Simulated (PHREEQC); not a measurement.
## Metal-bearing waste water (model solution)

Consider water at 69 °C with 0.15 mol/kgw ZnSO4, 0.00033 mol/kgw NaF and 0.0001 mol/kgw NaCl. It is in equilibrium with CO2 at log p = -2 (atm). Otherwise closed; pH follows from the charge balance.

All values are PHREEQC results (ion-association model, wateq4f.dat), not measurements.

Each row changes one thing in this solution. Precipitation was switched off in this run.

```json
[
 {"case": "as made", "pH": "4.95", "ionic strength (mol/kgw)": "0.273", "Na+ (mol/kgw)": "0.000400", "CO2 (mol/kgw)": "0.000136", "HCO3- (mol/kgw)": "8.94e-6", "NaHCO3 (mol/kgw)": "9.48e-10", "SI of Nahcolite (NaHCO3)": "-8.55", "SI of Natron (Na2CO3:10H2O)": "-17.66"},
 {"case": "ZnSO4 from 0.15 to 0.03 mol/kgw", "pH": "5.04", "ionic strength (mol/kgw)": "0.0651", "Na+ (mol/kgw)": "0.000414", "CO2 (mol/kgw)": "0.000142", "HCO3- (mol/kgw)": "9.86e-6", "NaHCO3 (mol/kgw)": "1.43e-9", "SI of Nahcolite (NaHCO3)": "-8.39", "SI of Natron (Na2CO3:10H2O)": "-17.33"},
 {"case": "temperature from 69 to 5 °C", "pH": "4.71", "ionic strength (mol/kgw)": "0.293", "Na+ (mol/kgw)": "0.000407", "CO2 (mol/kgw)": "0.000601", "HCO3- (mol/kgw)": "1.37e-5", "NaHCO3 (mol/kgw)": "1.57e-9", "SI of Nahcolite (NaHCO3)": "-7.78", "SI of Natron (Na2CO3:10H2O)": "-15.77"},
 {"case": "NaCl replaced by NaAlO2 at the same molality", "pH": "5.62", "ionic strength (mol/kgw)": "0.272", "Na+ (mol/kgw)": "0.000400", "CO2 (mol/kgw)": "0.000136", "HCO3- (mol/kgw)": "4.21e-5", "NaHCO3 (mol/kgw)": "4.46e-9", "SI of Nahcolite (NaHCO3)": "-7.88", "SI of Natron (Na2CO3:10H2O)": "-16.32"},
 {"case": "0.0042 mol/kgw CO2 added", "pH": "4.95", "ionic strength (mol/kgw)": "0.273", "Na+ (mol/kgw)": "0.000400", "CO2 (mol/kgw)": "0.000136", "HCO3- (mol/kgw)": "8.94e-6", "NaHCO3 (mol/kgw)": "9.48e-10", "SI of Nahcolite (NaHCO3)": "-8.55", "SI of Natron (Na2CO3:10H2O)": "-17.66"},
 {"case": "NaF left out", "pH": "4.93", "ionic strength (mol/kgw)": "0.272", "Na+ (mol/kgw)": "9.31e-5", "CO2 (mol/kgw)": "0.000136", "HCO3- (mol/kgw)": "8.59e-6", "NaHCO3 (mol/kgw)": "2.12e-10", "SI of Nahcolite (NaHCO3)": "-9.20", "SI of Natron (Na2CO3:10H2O)": "-18.96"},
 {"case": "temperature from 69 to 80 °C", "pH": "4.93", "ionic strength (mol/kgw)": "0.272", "Na+ (mol/kgw)": "0.000399", "CO2 (mol/kgw)": "0.000119", "HCO3- (mol/kgw)": "6.94e-6", "NaHCO3 (mol/kgw)": "7.23e-10", "SI of Nahcolite (NaHCO3)": "-8.74", "SI of Natron (Na2CO3:10H2O)": "-18.12"},
 {"case": "ZnSO4 left out", "pH": "5.23", "ionic strength (mol/kgw)": "0.000436", "Na+ (mol/kgw)": "0.000430", "CO2 (mol/kgw)": "[?]", "HCO3- (mol/kgw)": "1.25e-5", "NaHCO3 (mol/kgw)": "2.87e-9", "SI of Nahcolite (NaHCO3)": "-8.09", "SI of Natron (Na2CO3:10H2O)": "-16.74"},
 {"case": "ZnSO4 from 0.15 to 0.015 mol/kgw", "pH": "5.08", "ionic strength (mol/kgw)": "0.0363", "Na+ (mol/kgw)": "[?]", "CO2 (mol/kgw)": "0.000143", "HCO3- (mol/kgw)": "1.02e-5", "NaHCO3 (mol/kgw)": "[?]", "SI of Nahcolite (NaHCO3)": "-8.33", "SI of Natron (Na2CO3:10H2O)": "-17.21"}
]
```

Question: Some entries are withheld; supply them.

Answer: 
- ZnSO4 left out, CO2 (mol/kgw): 0.000144
- ZnSO4 from 0.15 to 0.015 mol/kgw, Na+ (mol/kgw): 0.000419
- ZnSO4 from 0.15 to 0.015 mol/kgw, NaHCO3 (mol/kgw): 1.65e-9

Species that the database lacks are ignored. Some of these states are supersaturated (in Boehmite (slow to form), Gibbsite (slow to form), for instance). Away from 25 °C the constants follow the database's enthalpies or fits; those with neither stay at their 25 °C values.
